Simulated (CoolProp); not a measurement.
A single-stage vapour-compression cycle with sulfur hexafluoride: evaporating at 279.15 K (dew point), condensing at 305.15 K (bubble point), superheat 5 K, subcooling 0 K, compressor efficiency 0.9, no pressure losses. Each further row changes one setting.

Values from CoolProp's reference Helmholtz-energy equation of state, Guder 2009.

```
case                              cooling COP  pressure ratio  discharge temperature (K)  refrigerating effect (kJ/kg)  volumetric capacity (kJ/m³)
--------------------------------  -----------  --------------  -------------------------  ----------------------------  ---------------------------
as stated                                6.36            1.89                      312.1                          52.8                         6320
evaporating temperature 284.15 K         8.31            1.66                      311.9                          54.4                         7520
condensing temperature 300.15 K          8.65            1.68                      306.5                    (withheld)                         7120
subcooling 5 K                     (withheld)            1.89                      312.1                    (withheld)                         7180
superheat 15 K                     (withheld)            1.89                      320.5                          60.9                   (withheld)
compressor efficiency 0.8          (withheld)            1.89                      313.0                          52.8                         6320
```

### Question
Fill in the missing entries.

### Answer

- condensing temperature 300.15 K, refrigerating effect (kJ/kg): 59.5
- subcooling 5 K, cooling COP: 7.21
- subcooling 5 K, refrigerating effect (kJ/kg): 60.0
- superheat 15 K, cooling COP: 6.67
- superheat 15 K, volumetric capacity (kJ/m³): 6730
- compressor efficiency 0.8, cooling COP: 5.65
